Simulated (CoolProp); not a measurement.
A closed Brayton cycle with carbon dioxide: compressor inlet 330.15 K and 9 MPa, high pressure 26.2 MPa, turbine inlet 725 K, compressor efficiency 0.85, turbine efficiency 0.9, recuperator effectiveness 0.9 (on enthalpy, no pinch check). Each further row changes one setting.

Values from CoolProp's reference Helmholtz-energy equation of state, Span 1996.

| case | thermal efficiency (%) | net work (kJ/kg) | compressor to turbine work | compressor exit (K) | turbine exit (K) |
|---|---|---|---|---|---|
| as stated | 28.4 | 62.9 | 0.47 | 419.1 | 606.3 |
| turbine inlet 675 K | 25.6 | (withheld) | (withheld) | 419.1 | (withheld) |
| compressor inlet 340.15 K | 26.6 | 56.0 | 0.53 | 436.2 | 606.3 |
| high pressure 22.3 MPa | (withheld) | 56.9 | 0.45 | (withheld) | (withheld) |
| recuperator effectiveness 0.5 | 20.4 | 62.9 | 0.47 | 419.1 | 606.3 |

**Question.** Fill in the missing entries.

**Answer.** 
- turbine inlet 675 K, net work (kJ/kg): 52.7
- turbine inlet 675 K, compressor to turbine work: 0.52
- turbine inlet 675 K, turbine exit (K): 560.6
- high pressure 22.3 MPa, thermal efficiency (%): 28.2
- high pressure 22.3 MPa, compressor exit (K): 405.3
- high pressure 22.3 MPa, turbine exit (K): 623.8
